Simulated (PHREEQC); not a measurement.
Synthetic water in mg/kgw, 65 °C, pH 6.4, pe 9.5:

| constituent | mg/kgw |
|---|---|
| Na | 0.564 |
| K | 0.0048 |
| Ca | 2.56 |
| Mg | 0.52 |
| Cl | 1.5 |
| S(6) as SO4 | 4.6 |
| Alkalinity as HCO3 | 3.38 |
| N(5) as NO3 | 0.176 |
| Si as SiO2 | 0.00712 |

Valence states are taken as typed.

Model: ion-association model, phreeqc.dat, run in PHREEQC.

No solid was allowed to form.

Predict the charge-balance error.

charge-balance error -0.3 %.

In which forms is C present?

HCO3- 56 %, CO2 44 % of the C.

Complexes and solids missing from the database can't appear. Constants without temperature data keep their 25 °C values here.
